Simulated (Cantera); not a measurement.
An adiabatic, constant-pressure homogeneous reactor starts with CH4 : O2 : N2 = 1 : 1.11 : 4.18 (molar parts), equivalence ratio 1.8, at 1800 K and 750 Torr.

Detailed kinetics in Cantera: GRI-Mech 3.0 (53 species, 325 reactions).

Question: Predict: time of steepest temperature rise; temperature at 2.00 s; equilibrium temperature; x(O2) at 2.00 s; x(NO) at 2.00 s; x(N2O) at 2.00 s; x(O) at 2.00 s.

Answer: 
| Item | Result |
|---|---|
| time of steepest temperature rise | 0.125 ms |
| temperature at 2.00 s | 2762 K |
| equilibrium temperature | 2762 K |
| x(O2) at 2.00 s | 0.000457 (gas-phase equilibrium 0.000457) |
| x(NO) at 2.00 s | 0.00139 (gas-phase equilibrium 0.00139) |
| x(N2O) at 2.00 s | 6.61e-8 (gas-phase equilibrium 6.61e-8) |
| x(O) at 2.00 s | 0.00100 (gas-phase equilibrium 0.00100) |
